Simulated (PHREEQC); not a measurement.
## Copper plating or etch bath: speciation

A solution holds 0.14 mol CuSO4, 0.00024 mol HNO3 and 3.4e-05 mol FeCl3 per kg of water, at 75 °C. Closed to the air; pH follows from the charge balance.

The numbers come from PHREEQC with the ion-association model, phreeqc.dat.

| Quantity | Result |
|---|---|
| pH | 3.96 |
| ionic strength | 0.270 mol/kgw |
| specific conductance | 24100 µS/cm |
| density | 0.996 g/cm³ |
| total alkalinity | -0.308 meq/kg |

```csv
species,molality,activity,log γ
CuSO4,0.0721,0.0767,0.027
Cu+2,0.0673,0.0180,-0.572
SO4-2,0.0671,0.0155,-0.636
HSO4-,0.000816,0.000581,-0.147
Cu2(OH)2+2,0.000327,8.43e-5,-0.589
NO3-,0.000240,0.000154,-0.192
H+,0.000141,0.000108,-0.114
Cl-,7.32e-5,4.90e-5,-0.175
CuCl+,2.88e-5,1.93e-5,-0.172
Fe(OH)2+,2.71e-5,1.92e-5,-0.151
FeOH+2,5.24e-6,1.24e-6,-0.625
CuOH+,2.46e-6,1.66e-6,-0.172
FeSO4+,1.06e-6,7.38e-7,-0.156
Fe(SO4)2-,4.15e-7,2.96e-7,-0.147
```

Precipitation was switched off in this run. Examples of supersaturated solids here: Hematite (slow to form), Goethite (slow to form). Others may be too. Away from 25 °C the constants follow the database's enthalpies or fits; those with neither stay at their 25 °C values.
